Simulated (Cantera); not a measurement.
Cantera run, input and output.

```python
import numpy as np
import cantera as ct

gas = ct.Solution("gri30.yaml")
gas.TPX = 1750, 430000, {'CH3OH': 1, 'O2': 1.36, 'N2': 5.13, 'CO2': 0.86}
reactor = ct.IdealGasConstPressureReactor(gas, energy="on", clone=False)
net = ct.ReactorNet([reactor])
net.rtol, net.atol = 1e-08, 1e-16
show = ['CH3OH', 'O2', 'CO2', 'N2O', 'H2O']
times = np.geomspace(2e-06, 3, 16)

steps = ct.SolutionArray(gas, extra=["t"])
rows = []
print(f"{'t/s':>10s}{'T/K':>9s}{'P/Pa':>11s}" + "".join(f"{s:>11s}" for s in show))
for t in times:
    while net.time < t:
        t_next = net.step()
        steps.append(gas.state, t=t_next)
    rows.append([np.interp(t, steps.t, y) for y in (steps.T, steps.P, *steps(*show).X.T)])
    print(f"{t:10.3e}{rows[-1][0]:9.1f}{rows[-1][1]:11.4g}" + "".join(f"{x:11.3e}" for x in rows[-1][2:]))
rate = np.gradient(steps.T, steps.t)
print("integrator steps:", len(steps.t))
if steps.T.max() > steps.T[0] + 200:
    print(f"time of steepest temperature rise: {steps.t[rate.argmax()]:.4e} s")
gas.TPX = 1750, 430000, {'CH3OH': 1, 'O2': 1.36, 'N2': 5.13, 'CO2': 0.86}
gas.equilibrate("HP")
print(f"equilibrium (HP): T = {gas.T:.1f} K  " + "  ".join(f"{s} {gas[s].X[0]:.3e}" for s in show))
```

Result:

```
       t/s      T/K       P/Pa      CH3OH         O2        CO2        N2O        H2O
 2.000e-06   1751.3    4.3e+05  1.157e-01  1.604e-01  1.028e-01  1.364e-08  1.853e-03
 5.161e-06   1786.9    4.3e+05  9.338e-02  1.484e-01  1.012e-01  9.873e-08  1.626e-02
 1.332e-05   2428.3    4.3e+05  7.888e-15  3.444e-02  1.037e-01  3.843e-07  1.662e-01
 3.438e-05   2740.1    4.3e+05  2.693e-15  2.318e-02  1.262e-01  6.515e-07  1.856e-01
 8.871e-05   2797.9    4.3e+05  2.396e-15  2.031e-02  1.317e-01  7.530e-07  1.893e-01
 2.289e-04   2796.0    4.3e+05  2.428e-15  1.968e-02  1.316e-01  7.557e-07  1.894e-01
 5.908e-04   2790.8    4.3e+05  2.499e-15  1.859e-02  1.313e-01  7.799e-07  1.895e-01
 1.525e-03   2785.8    4.3e+05  2.568e-15  1.760e-02  1.311e-01  8.263e-07  1.897e-01
 3.935e-03   2784.9    4.3e+05  2.581e-15  1.742e-02  1.310e-01  8.374e-07  1.897e-01
 1.016e-02   2784.9    4.3e+05  2.581e-15  1.742e-02  1.310e-01  8.374e-07  1.897e-01
 2.621e-02   2784.9    4.3e+05  2.581e-15  1.742e-02  1.310e-01  8.374e-07  1.897e-01
 6.763e-02   2784.9    4.3e+05  2.581e-15  1.742e-02  1.310e-01  8.374e-07  1.897e-01
 1.745e-01   2784.9    4.3e+05  2.581e-15  1.742e-02  1.310e-01  8.374e-07  1.897e-01
 4.504e-01   2784.9    4.3e+05  2.581e-15  1.742e-02  1.310e-01  8.374e-07  1.897e-01
 1.162e+00   2784.9    4.3e+05  2.581e-15  1.742e-02  1.310e-01  8.374e-07  1.897e-01
 3.000e+00   2784.9    4.3e+05  2.581e-15  1.742e-02  1.310e-01  8.374e-07  1.897e-01
integrator steps: 1649
time of steepest temperature rise: 9.3516e-06 s
equilibrium (HP): T = 2784.9 K  CH3OH 2.683e-15  O2 1.742e-02  CO2 1.310e-01  N2O 8.374e-07  H2O 1.897e-01
```

Model: GRI-Mech 3.0 (53 species, 325 reactions), integrated in Cantera. GRI-Mech 3.0 was tuned for natural gas; its chemistry of methanol as a main component is partial and can be far from experiment.
